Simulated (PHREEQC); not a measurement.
A column of 1 m (30 cells, dispersivity 0.035 m, 60 s a shift, diffusion coefficient 3e-10 m²/s) holds 0.00076 eq of the database's cation exchanger X per kg of pore water, first in equilibrium with 0.0069 mol/kgw SrCl2, 0.0012 mol/kgw NH4Cl and 1e-05 mol/kgw HCl. It is flushed with 1.1 mmol/kgw NH4Cl and 0.01 mmol/kgw HCl, at 25 °C. Values are for the last cell. CO2 from the air is kept out. Nothing may precipitate in this run.

Equilibrium calculation in PHREEQC: ion-association model, phreeqc.dat.

Problem. Predict Sr in solution (mol/kgw) at pore volumes = 2.017, 3.483.

Solution. 
```
pore volumes  Sr in solution (mol/kgw)
------------  ------------------------
2.017                          8.21e-5
3.483                          2.44e-5
```
